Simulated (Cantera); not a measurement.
# Equilibrium for silicon etching in halogen gases: Si + F₂ + N₂

Input: 1 mol Si, 8.1 mol F₂, 0.14 mol N₂, equilibrated at 98.0 Pa.

These are equilibrium values from Cantera (NASA tables, ideal gas, pure condensed phases), not measurements of a reactor. Candidate condensed phases: Si, Si₃N₄; 16 gas species. Kinetics and transport are ignored.

```
T (K)     x F      x F₂  x SiF₄    x N₂     x NF₃
-----  ------  --------  ------  ------  --------
725    0.0656     0.774   0.135  0.0130    0.0118
825     0.292     0.573   0.118  0.0162  0.000606
925     0.669     0.227  0.0919  0.0129   1.73e-5
1025    0.864    0.0468  0.0785  0.0110   2.91e-7
1125    0.905   0.00917  0.0756  0.0106   6.48e-9
1225    0.912   0.00220  0.0751  0.0105  2.48e-10
1325    0.914  0.000643  0.0750  0.0105  1.54e-11
1425    0.914  0.000223  0.0750  0.0105  1.41e-12
1525    0.914   8.85e-5  0.0750  0.0105    <1e-12
1625    0.914   3.93e-5  0.0750  0.0105    <1e-12
```
x: gas mole fraction; nothing condenses.

From 725 K to 1625 K nothing is condensed. The main Si-bearing gas is SiF₄ throughout.
